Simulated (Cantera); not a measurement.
A closed system holds: 1 mol Si3N4, 0.58 mol O2, 83 mol H2, 2.1 mol F2, at 533 Torr.

Method: chemical equilibrium by Gibbs-energy minimisation in Cantera with the NASA 1993 tables (ideal gas, pure condensed phases). Candidate condensed phases: H2O, Si, SiO2, Si2N2O, Si3N4; 58 gas species. Mutual solubility and eutectic melting of coexisting phases are not modelled. Rates play no part. All values below are at 800 °C.

Base state: H2 0.974, N2 0.0124, SiF4 0.0118, HF 0.00199, H2O 4.24e-5, SiHF3 3.79e-5, NH3 2.81e-5 (mole fractions); condensed: SiO2(β-quartz) + Si2N2O(s).

Task: What changes in the equilibrium state with this change: F2 from 2.1 to 2.9 mol?

Result: 
```json
[
 {"species": "H2", "before": "0.974", "after": "0.966"},
 {"species": "SiF4", "before": "0.0118", "after": "0.0163"},
 {"species": "N2", "before": "0.0124", "after": "0.0154"},
 {"species": "SiHF3", "before": "3.79e-5", "after": "4.64e-5"},
 {"species": "HF", "before": "0.00199", "after": "0.00223"},
 {"species": "NH3", "before": "2.81e-5", "after": "3.09e-5"},
 {"species": "SiO2(β-quartz), mol", "before": "0.107", "after": "0.238"},
 {"species": "Si2N2O(s), mol", "before": "0.942", "after": "0.679"}
]
```
